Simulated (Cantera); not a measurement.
Cantera run:

```python
import numpy as np
import cantera as ct

gas_names = """
    AL ALCL ALCLF ALCLF2 ALCL2 ALCL2F ALCL3 ALF ALF2 ALF3 ALN AL2 AL2CL6 AL2F6 CL CLF CLF3 CL2 F F2 N NF
    NF2 NF3 N2
""".split()
cond_names = """
    AL(cr) AL(L) ALCL3(s) ALCL3(L) ALF3(a) ALF3(b) ALF3(L) ALN(s)
""".split()


def load(file, names, dense=False):
    # The tables refer to 1 bar. Condensed volumes are neglected.
    table = {s.name: s for s in ct.Species.list_from_file(file)}
    out = []
    for n in names:
        d = dict(table[n].input_data)
        d["thermo"] = dict(d["thermo"], **{"reference-pressure": 1e5})
        if dense:
            d["equation-of-state"] = {"model": "constant-volume", "density": "1e6 g/cm^3"}
        out.append(ct.Species.from_dict(d))
    return out


gas = ct.Solution(thermo="ideal-gas", species=load("nasa_gas.yaml", gas_names))
cond = {s.name: ct.Solution(thermo="fixed-stoichiometry", species=[s], name=s.name)
        for s in load("nasa_condensed.yaml", cond_names, dense=True)}
atoms = {
    'AlN': {'AL': 1, 'N': 1},
    'Cl2': {'CL': 2},
    'NF3': {'N': 1, 'F': 3},
}
top_T = {'ALN(s)': 2750}  # K; cautious upper limits of use, not melting points


def equilibrate(T, P, feed):
    n = {}
    for name, mol in feed.items():
        for a, k in atoms[name].items():
            n[a] = n.get(a, 0.0) + k * mol
    gas.TPX = T, P, n
    mass = sum(n.values()) * gas.mean_molecular_weight
    gas.equilibrate("TP")
    valid = [c for c in cond.values() if c.min_temp <= T <= top_T.get(c.name, c.max_temp)]
    mix = ct.Mixture([(gas, mass / gas.mean_molecular_weight)] + [(c, 0.0) for c in valid])
    mix.T, mix.P = T, P
    mix.equilibrate("TP", solver="vcs", rtol=1e-11, max_steps=5000)
    return mix


results = []
feed = {'AlN': 1, 'Cl2': 3.8, 'NF3': 6.5}  # mol
P = 310  # Pa
for T in [1598, 1648, 1698, 1748, 1798, 1848, 1898, 1948, 1998, 2048, 2098]:
    mix = equilibrate(T, P, feed)
    results.append((T, P, feed, dict(zip(mix.species_names, mix.species_moles))))

top = {s: max(r[3][s] / sum(r[3][g] for g in gas_names) for r in results) for s in gas_names}
cols = sorted((s for s in top if top[s] > 0.001), key=lambda s: -top[s])[:8]
seen = [c for c in cond_names if any(r[3].get(c, 0) > 1e-12 for r in results)]
print("log10 of partial pressures in bar; condensed amounts in mol")
print(f"{'T/K':>10s}" + "".join(f"{s[:9]:>10s}" for s in cols + seen))
for T, P, feed, n in results:
    ng = sum(n[g] for g in gas_names)
    print(f"{T:10.4g}" + "".join(f"{np.log10(max(n[s] / ng * P / 1e5, 1e-99)):10.3f}" for s in cols)
          + "".join(f"{n.get(c, 0):10.4g}" for c in seen))
```

Output:

```
log10 of partial pressures in bar; condensed amounts in mol
       T/K         F        CL        N2       CLF      ALF3       CL2
      1598    -2.767    -3.206    -3.365    -3.730    -3.939    -4.483
      1648    -2.760    -3.160    -3.376    -3.936    -3.950    -4.642
      1698    -2.757    -3.132    -3.383    -4.148    -3.957    -4.822
      1748    -2.755    -3.115    -3.387    -4.359    -3.961    -5.010
      1798    -2.753    -3.105    -3.390    -4.564    -3.964    -5.201
      1848    -2.753    -3.099    -3.392    -4.763    -3.966    -5.388
      1898    -2.752    -3.095    -3.393    -4.953    -3.967    -5.569
      1948    -2.752    -3.093    -3.393    -5.136    -3.968    -5.744
      1998    -2.752    -3.091    -3.394    -5.310    -3.968    -5.911
      2048    -2.752    -3.090    -3.394    -5.476    -3.968    -6.072
      2098    -2.751    -3.089    -3.394    -5.635    -3.968    -6.225
```

Cantera equilibrium calculation (NASA polynomials, part measured and part estimated; ideal gas, pure solids and liquids).
